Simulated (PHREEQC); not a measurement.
KBr is added in steps, without added water, to 1 kg of water holding 0.023 mol Pb(NO3)2, 0.01 mol MgSO4, 0.00037 mol H2SO4 and 0.00025 mol NaCl, at 25 °C. Oxygen is held at 0.21 atm. CO2 from the air is kept out. Solids allowed: Brucite, Litharge, Anglesite, Cotunnite, Laurionite, PbBr2, Larnakite, Halite, Mirabilite, Epsomite. Others were left out.

Base run: PHREEQC, ion-association model, wateq4f.dat. Each further column changes one thing. The table gives KSO4- (mol/kgw).

```
KBr added (mol)     base  H2SO4 replaced by KHSO4 at the same molality  H2SO4 left out  MgSO4 from 0.01 to 0.02 mol/kgw  no solid may form
---------------  -------  --------------------------------------------  --------------  -------------------------------  -----------------
0                      0                                       9.74e-9               0                                0                  0
0.008625         2.64e-7                                       2.75e-7         2.57e-7                          1.27e-6                  ?
0.01294          4.24e-7                                             ?         4.12e-7                          2.05e-6           0.000142
0.02156          8.03e-7                                       8.17e-7         7.80e-7                          3.89e-6           0.000243
0.02587          1.02e-6                                       1.04e-6         9.93e-7                          4.94e-6                  ?
0.0345           1.52e-6                                             ?         1.48e-6                          7.32e-6                  ?
0.04312          2.10e-6                                       2.12e-6         2.04e-6                          1.00e-5           0.000503
0.04744          2.42e-6                                       2.44e-6         2.35e-6                          1.15e-5                  ?
0.05606          3.12e-6                                             ?         3.03e-6                          1.48e-5           0.000659
0.06037          3.50e-6                                       3.52e-6         3.40e-6                          1.65e-5           0.000710
0.069            4.33e-6                                       4.35e-6         4.20e-6                          2.02e-5           0.000811
```

Task: Fill in the missing entries.

Result: 
- 0.008625, no solid may form: 9.35e-5
- 0.01294, H2SO4 replaced by KHSO4 at the same molality: 4.36e-7
- 0.02587, no solid may form: 0.000295
- 0.0345, H2SO4 replaced by KHSO4 at the same molality: 1.54e-6
- 0.0345, no solid may form: 0.000398
- 0.04744, no solid may form: 0.000555
- 0.05606, H2SO4 replaced by KHSO4 at the same molality: 3.14e-6

 In at least one series the solution becomes supersaturated in solids that the run did not let form, among them Anglesite.
